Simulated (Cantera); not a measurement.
An isothermal, constant-pressure homogeneous reactor starts with 78.1 % NO, 21.9 % N₂, at 1875 K and 58.5 Torr.

Model: GRI-Mech 3.0 (53 species, 325 reactions), integrated in Cantera.

x: mole fraction; the columns are a selection and need not sum to one.

```json
[
 {"t (s)": "8.00e-5", "x NO": "0.781", "x O₂": "3.24e-9", "x O": "1.65e-6", "x N₂": "0.219", "x N₂O": "1.68e-6", "x NO₂": "3.32e-8"},
 {"t (s)": "0.000180", "x NO": "0.781", "x O₂": "___", "x O": "___", "x N₂": "0.219", "x N₂O": "___", "x NO₂": "___"},
 {"t (s)": "0.000404", "x NO": "0.781", "x O₂": "8.07e-8", "x O": "7.85e-6", "x N₂": "0.219", "x N₂O": "8.36e-6", "x NO₂": "7.73e-7"},
 {"t (s)": "0.000909", "x NO": "0.781", "x O₂": "4.09e-7", "x O": "1.63e-5", "x N₂": "0.219", "x N₂O": "1.84e-5", "x NO₂": "3.42e-6"},
 {"t (s)": "0.00204", "x NO": "0.781", "x O₂": "2.27e-6", "x O": "3.21e-5", "x N₂": "0.219", "x N₂O": "3.96e-5", "x NO₂": "1.31e-5"},
 {"t (s)": "0.00460", "x NO": "0.781", "x O₂": "1.49e-5", "x O": "5.92e-5", "x N₂": "0.219", "x N₂O": "8.03e-5", "x NO₂": "3.81e-5"},
 {"t (s)": "0.0103", "x NO": "0.781", "x O₂": "9.17e-5", "x O": "9.03e-5", "x N₂": "0.219", "x N₂O": "0.000145", "x NO₂": "6.98e-5"},
 {"t (s)": "0.0232", "x NO": "0.780", "x O₂": "0.000370", "x O": "0.000106", "x N₂": "0.219", "x N₂O": "0.000211", "x NO₂": "8.30e-5"},
 {"t (s)": "0.0522", "x NO": "0.779", "x O₂": "0.00109", "x O": "0.000113", "x N₂": "0.220", "x N₂O": "0.000238", "x NO₂": "8.87e-5"},
 {"t (s)": "0.117", "x NO": "0.775", "x O₂": "0.00275", "x O": "0.000119", "x N₂": "0.222", "x N₂O": "0.000237", "x NO₂": "9.58e-5"},
 {"t (s)": "0.264", "x NO": "0.768", "x O₂": "0.00650", "x O": "0.000131", "x N₂": "0.225", "x N₂O": "0.000230", "x NO₂": "0.000110"},
 {"t (s)": "0.594", "x NO": "0.751", "x O₂": "___", "x O": "___", "x N₂": "0.234", "x N₂O": "0.000216", "x NO₂": "___"},
 {"t (s)": "1.33", "x NO": "0.713", "x O₂": "0.0337", "x O": "0.000196", "x N₂": "0.253", "x N₂O": "0.000189", "x NO₂": "0.000176"},
 {"t (s)": "3.00", "x NO": "0.633", "x O₂": "0.0736", "x O": "0.000261", "x N₂": "0.293", "x N₂O": "0.000142", "x NO₂": "0.000224"}
]
```

### Question
Fill in the missing entries.

### Answer

- 0.000180, x O₂: 1.62e-8
- 0.000180, x O: 3.64e-6
- 0.000180, x N₂O: 3.75e-6
- 0.000180, x NO₂: 1.63e-7
- 0.594, x O₂: 0.0149
- 0.594, x O: 0.000155
- 0.594, x NO₂: 0.000136
